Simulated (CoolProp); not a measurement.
Vapour-liquid equilibrium of methane (1) + ethylene (2) at 147.9 K; x and y are mole fractions of (1).

Model: multi-fluid Helmholtz-energy mixture model, Setzmann 1991 and Smukala 2000; pair parameters Bell 2016, in CoolProp.

| x | bubble pressure (MPa) | y at the bubble point | dew pressure at overall composition x (MPa) | liquid density (mol/L) |
|---|---|---|---|---|
| 0.05 | 0.08751 | 0.741 | 0.02442 | 21.43 |
| 0.125 | 0.1793 | 0.879 | 0.02650 | 21.62 |
| 0.2 | 0.2645 | 0.922 | 0.02896 | 21.81 |
| 0.275 | 0.3426 | 0.942 | 0.03193 | 21.99 |
| 0.35 | 0.4139 | 0.955 | 0.03557 | 22.16 |
| 0.425 | 0.4789 | 0.963 | 0.04014 | 22.31 |
| 0.5 | 0.5390 | 0.970 | 0.04606 | 22.45 |
| 0.575 | 0.5956 | 0.975 | 0.05402 | 22.57 |
| 0.65 | 0.6503 | 0.979 | 0.06530 | 22.67 |
| 0.725 | 0.7051 | 0.983 | 0.08253 | 22.73 |
| 0.8 | 0.7621 | 0.987 | 0.1120 | 22.76 |
| 0.875 | 0.8236 | 0.992 | 0.1742 | 22.74 |
| 0.95 | 0.8926 | 0.996 | 0.3829 | 22.67 |

No azeotrope shows between x = 0.05 and 0.95.

Pair parameters are fitted to limited data, so mixtures are less certain than the pure fluids. The gap from Raoult's law changes sign with composition, which may be real or a fault of the pair parameters; it wasn't checked against measurements.
